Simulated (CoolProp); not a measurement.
A single-stage vapour-compression cycle with the fluid: evaporating at 205.15 K (dew point), condensing at 264.15 K (bubble point), superheat 10 K, subcooling 8 K, compressor efficiency 0.75, no pressure losses. The same conditions are run with several fluids, on thermodynamics alone (safety and materials aside).

Computed with CoolProp (reference Helmholtz-energy equation of state of each fluid (R22: Kamei 1995; R13: Platzer 1990; C2F6 (R116): Lemmon 2006; nitrous oxide: Lemmon 2006; R115: Lemmon 2016)). The equations of Platzer and Polt are older, rougher fits.

Q: Rank R22, R13, C2F6 (R116), nitrous oxide, R115 by cooling COP, highest first.

A: R22 (2.12), R115 (2.09), R13 (1.95), nitrous oxide (1.92), C2F6 (R116) (1.79)

| fluid | pressure ratio | discharge temperature (K) | refrigerating effect (kJ/kg) | volumetric capacity (kJ/m³) |
|---|---|---|---|---|
| R22 | 15.8 | 366.4 | 200 | 227 |
| R13 | 7.91 | 312.6 | 97.6 | 1190 |
| C2F6 (R116) | 8.54 | 282.7 | 64.8 | 895 |
| nitrous oxide | 8.21 | 383.1 | 265 | 2050 |
| R115 | 14.5 | 289.3 | 94.0 | 186 |
